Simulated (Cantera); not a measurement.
A Cantera script and its output.

```python
import numpy as np
import cantera as ct

gas = ct.Solution("gri30.yaml")
gas.TPX = 1325, 6700, {'C2H6': 1, 'H2': 2.6}
reactor = ct.IdealGasConstPressureReactor(gas, energy="off", clone=False)
net = ct.ReactorNet([reactor])
net.rtol, net.atol = 1e-08, 1e-18
show = ['C2H6', 'H2', 'C2H', 'H', 'CH3', 'C2H2', 'CH4']
times = np.geomspace(0.0003, 20, 10)

steps = ct.SolutionArray(gas, extra=["t"])
rows = []
print(f"{'t/s':>10s}{'T/K':>9s}{'P/Pa':>11s}" + "".join(f"{s:>11s}" for s in show))
for t in times:
    while net.time < t:
        t_next = net.step()
        steps.append(gas.state, t=t_next)
    rows.append([np.interp(t, steps.t, y) for y in (steps.T, steps.P, *steps(*show).X.T)])
    print(f"{t:10.3e}{rows[-1][0]:9.1f}{rows[-1][1]:11.4g}" + "".join(f"{x:11.3e}" for x in rows[-1][2:]))
rate = np.gradient(steps.T, steps.t)
print("integrator steps:", len(steps.t))
if steps.T.max() > steps.T[0] + 200:
    print(f"time of steepest temperature rise: {steps.t[rate.argmax()]:.4e} s")
gas.TPX = 1325, 6700, {'C2H6': 1, 'H2': 2.6}
gas.equilibrate("TP")
print(f"equilibrium (TP): T = {gas.T:.1f} K  " + "  ".join(f"{s} {gas[s].X[0]:.3e}" for s in show))
```

Result:

```
       t/s      T/K       P/Pa       C2H6         H2        C2H          H        CH3       C2H2        CH4
 3.000e-04   1325.0       6700  2.676e-01  7.226e-01  1.900e-13  5.523e-05  4.693e-04  4.533e-06  2.396e-03
 1.031e-03   1325.0       6700  2.150e-01  7.231e-01  1.667e-11  8.890e-05  9.093e-04  2.468e-04  2.015e-02
 3.541e-03   1325.0       6700  9.429e-02  7.203e-01  2.529e-10  9.689e-05  6.715e-04  3.421e-03  6.945e-02
 1.216e-02   1325.0       6700  9.859e-03  7.197e-01  8.867e-10  6.338e-05  2.123e-04  1.832e-02  1.061e-01
 4.179e-02   1325.0       6700  7.295e-04  7.251e-01  5.450e-10  1.926e-05  5.654e-05  3.734e-02  1.074e-01
 1.436e-01   1325.0       6700  1.863e-04  7.307e-01  4.334e-10  9.962e-06  2.842e-05  5.785e-02  1.058e-01
 4.932e-01   1325.0       6700  1.093e-04  7.402e-01  6.014e-10  8.742e-06  2.392e-05  9.265e-02  1.027e-01
 1.695e+00   1325.0       6700  4.233e-05  7.495e-01  6.366e-10  6.832e-06  1.794e-05  1.271e-01  9.972e-02
 5.822e+00   1325.0       6700  2.635e-05  7.515e-01  5.920e-10  5.991e-06  1.562e-05  1.351e-01  9.926e-02
 2.000e+01   1325.0       6700  2.618e-05  7.510e-01  5.869e-10  5.942e-06  1.565e-05  1.350e-01  1.002e-01
integrator steps: 1145
equilibrium (TP): T = 1325.0 K  C2H6 2.615e-05  H2 7.431e-01  C2H 5.335e-10  H 5.483e-06  CH3 1.630e-05  C2H2 1.316e-01  CH4 1.119e-01
```

Detailed kinetics in Cantera: GRI-Mech 3.0 (53 species, 325 reactions). GRI-Mech 3.0 stops at C3 and has no aromatics, soot or wall deposition, so with more carbon than oxygen in the feed, carbon stays in small species such as C2H2 where larger ones or solid carbon would form.
